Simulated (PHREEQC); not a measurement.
Solution (25 °C): 0.0061 mol Mg(NO3)2 per kg of water. Closed to the air; pH follows from the charge balance.

All values are PHREEQC results (ion-association model, phreeqc.dat), not measurements.

Each row changes one thing in this solution. This is a speciation only: nothing precipitates in the calculation.

```tsv
case	pH	ionic strength (mol/kgw)
as made	6.81	0.0183
Mg(NO3)2 from 0.0061 to 0.061 mol/kgw	6.52	(withheld)
Mg(NO3)2 replaced by Fe(NO3)3 at the same molality	(withheld)	(withheld)
temperature from 25 to 80 °C	5.98	0.0183
diluted 2-fold with water	6.87	(withheld)
```

Problem. What belongs in the gaps?

Solution. 
- Mg(NO3)2 from 0.0061 to 0.061 mol/kgw, ionic strength (mol/kgw): 0.183
- Mg(NO3)2 replaced by Fe(NO3)3 at the same molality, pH: 2.46
- Mg(NO3)2 replaced by Fe(NO3)3 at the same molality, ionic strength (mol/kgw): 0.0316
- diluted 2-fold with water, ionic strength (mol/kgw): 0.00915

Some of these states are supersaturated (in Hematite (slow to form), Goethite (slow to form), for instance). Away from 25 °C the constants follow the database's enthalpies or fits; those with neither stay at their 25 °C values.
